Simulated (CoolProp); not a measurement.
Saturation properties of n-octane.

Model: reference Helmholtz-energy equation of state, Beckmüller 2019, in CoolProp.

```csv
T (K),p (kPa),liquid cp (kJ/(kg K)),liquid conductivity (mW/(m K))
417.8,___,2.738,91.8
429,___,2.794,89.2
440.1,___,___,86.5
451.3,357.9,2.911,83.9
462.5,449.1,___,81.4
473.7,557.1,3.044,78.9
484.9,683.7,3.119,76.4
496.1,831.0,3.204,74.0
507.2,999.6,3.302,71.6
518.4,1195,___,69.3
```

Fill in the missing entries.


- 417.8, p (kPa): 167.0
- 429, p (kPa): 218.7
- 440.1, p (kPa): 281.5
- 440.1, liquid cp (kJ/(kg K)): 2.851
- 462.5, liquid cp (kJ/(kg K)): 2.975
- 518.4, liquid cp (kJ/(kg K)): 3.426

It boils at 398.8 K under 1 atm.

Thermal conductivity comes from a separate model (Huber 2005).
